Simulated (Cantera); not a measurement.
# acetone + NH₃ + H₂ (carbon deposition, reforming and gasification)

Input: 1 mol acetone, 0.97 mol NH₃, a varied amount of H₂, at 1750 °C and 0.100 bar.

Cantera equilibrium calculation (NASA polynomials, part measured and part estimated; ideal gas, pure solids and liquids). Candidate condensed phases: C, C₆H₆, C₇H₈, C₈H₁₈, H₂O; 136 gas species. The feed counts by its element totals alone. Rates play no part.

```
n(H₂) (mol)   x H₂    x CO     x N₂      x H    x HCN  x C₂H₂ (acetylene)  n C(graphite)
-----------  -----  ------  -------  -------  -------  ------------------  -------------
0.64         0.767   0.152   0.0715  0.00526  0.00378            0.000686           1.96
1            0.779   0.144   0.0677  0.00530  0.00371            0.000696           1.96
1.6          0.796   0.132   0.0623  0.00536  0.00359            0.000711           1.96
2.5          0.817   0.118   0.0555  0.00543  0.00343            0.000730           1.96
3.9          0.841   0.101   0.0474  0.00551  0.00322            0.000752           1.95
6            0.868  0.0835   0.0389  0.00560  0.00297            0.000776           1.94
9.5          0.896  0.0646   0.0299  0.00569  0.00264            0.000801           1.93
15           0.921  0.0476   0.0219  0.00577  0.00229            0.000824           1.91
23           0.941  0.0345   0.0157  0.00583  0.00196            0.000841           1.89
36           0.957  0.0238   0.0107  0.00588  0.00163            0.000856           1.85
57           0.969  0.0158  0.00698  0.00592  0.00133            0.000866           1.80
90           0.977  0.0104  0.00448  0.00594  0.00107            0.000874           1.72
```
x: gas mole fraction; n: condensed amount in mol.

From 0.64 mol H₂ to 90 mol H₂ the condensed part is C(graphite). The main C-bearing gas is CO throughout. The share of C in condensed phases is highest at 0.64 mol H₂ (65.5 %) and lowest at 90 mol H₂ (57.3 %).
